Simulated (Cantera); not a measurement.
Input: 1 mol SiHCl₃, 7.7 mol NH₃, at 13.3 mbar.

Equilibrium computed with Cantera from the NASA thermochemical tables; the gas is ideal and each condensed phase is pure. Candidate condensed phases: NH₄Cl, Si, Si₃N₄; 28 gas species. The tables' values for SiCl, SiCl₃, SiN are old estimates; treat these amounts as uncertain. Gases not in the tables: Si₂H₆ and higher silanes. Rates play no part.

log p: log10 of the partial pressure in bar; n: condensed amount in mol.

| T (K) | log p H₂ | log p N₂ | log p HCl | log p SiCl₂ | log p H | n Si₃N₄(s) | n Si(l) |
|---|---|---|---|---|---|---|---|
| 873 | -2.07 | -2.59 | -2.63 | -10.44 | -11.37 | 0.328 | 0 |
| 973 | -2.07 | -2.59 | -2.63 | -8.80 | -10.00 | 0.330 | 0 |
| 1073 | -2.07 | -2.60 | -2.63 | [?] | [?] | 0.331 | 0 |
| 1173 | -2.07 | -2.60 | -2.63 | [?] | [?] | 0.331 | 0 |
| 1273 | -2.07 | -2.59 | -2.63 | -5.45 | -7.18 | 0.330 | 0 |
| 1373 | -2.07 | -2.59 | -2.63 | -4.68 | -6.51 | 0.322 | 0 |
| 1473 | -2.07 | -2.59 | -2.66 | -4.07 | -5.93 | 0.294 | 0 |
| 1573 | -2.07 | -2.57 | -2.73 | -3.63 | -5.42 | 0.231 | 0 |
| 1673 | -2.06 | -2.56 | -2.84 | -3.36 | -4.97 | 0.143 | 0 |
| 1773 | -2.07 | -2.53 | -2.92 | -3.27 | -4.58 | 0 | 0.284 |
| 1873 | -2.07 | -2.53 | -2.90 | -3.29 | -4.22 | 0 | 0.305 |
| 1973 | -2.07 | -2.53 | -2.89 | -3.32 | -3.91 | 0 | 0.296 |
| 2073 | -2.08 | -2.54 | -2.89 | -3.35 | -3.62 | 0 | 0.211 |

Question: Some entries are withheld; supply them.

Answer: 
- 1073, log p SiCl₂: -7.47
- 1073, log p H: -8.89
- 1173, log p SiCl₂: -6.37
- 1173, log p H: -7.97
